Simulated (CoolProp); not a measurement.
R1336mzz(Z) along the isotherm 226.85 °C: fugacity coefficient from the reference equation and from simpler models built on Tc = 171.3 °C, pc = 2.904 MPa, ω = 0.386; each cubic takes its own stable root.

Computed with CoolProp (reference Helmholtz-energy equation of state, McLinden 2020).

```tsv
p (MPa)	phase	reference
1.61	gas	0.8770
3.23	supercritical	0.7609
4.84	supercritical	0.6541
6.45	supercritical	0.5644
8.07	supercritical	0.4994
9.68	supercritical	0.4544
11.3	supercritical	0.4223
12.9	supercritical	0.3991
14.5	supercritical	0.3819
```

### Question
How far does each simpler model (van der Waals, Redlich-Kwong, Soave-Redlich-Kwong, Peng-Robinson) lie from the reference over these 9 states: mean and median of the absolute difference, and the worst?

### Answer
- van der Waals: mean 2.8 %, median 2.7 %, worst +7.6 % at 226.85 °C and 14.5 MPa
- Redlich-Kwong: mean 1.7 %, median 1.7 %, worst -3.4 % at 226.85 °C and 6.45 MPa
- Soave-Redlich-Kwong: mean 7.3 %, median 7.5 %, worst +13.9 % at 226.85 °C and 14.5 MPa
- Peng-Robinson: mean 1.7 %, median 1.6 %, worst +3.3 % at 226.85 °C and 14.5 MPa
